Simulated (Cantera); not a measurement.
A Cantera script and its output.

```python
import numpy as np
import cantera as ct

gas = ct.Solution("gri30.yaml")


def delay(T, t_max=10):
    gas.TPX = T, 1000000, {'CH4': 1, 'O2': 1.25, 'N2': 4}
    reactor = ct.IdealGasConstPressureReactor(gas, clone=False)
    net = ct.ReactorNet([reactor])
    net.rtol, net.atol = 1e-8, 1e-16
    while net.time < t_max:
        t_old, T_old = net.time, reactor.T
        net.step()
        if reactor.T > T + 400:  # ignition: a rise of 400 K
            return t_old + (T + 400 - T_old) / (reactor.T - T_old) * (net.time - t_old)
    return np.nan


taus = []
for T in [1000, 1075, 1150, 1225, 1300, 1375, 1450]:
    taus.append(delay(T))
    print(f"T0 = {T:6g} K   tau = {taus[-1]:.4e} s")
```

Output:

```
T0 =   1000 K   tau = 8.9994e-02 s
T0 =   1075 K   tau = 2.7997e-02 s
T0 =   1150 K   tau = 1.0001e-02 s
T0 =   1225 K   tau = 3.8949e-03 s
T0 =   1300 K   tau = 1.6198e-03 s
T0 =   1375 K   tau = 7.1205e-04 s
T0 =   1450 K   tau = 3.2821e-04 s
```

Computed with Cantera and GRI-Mech 3.0 (53 species, 325 reactions).
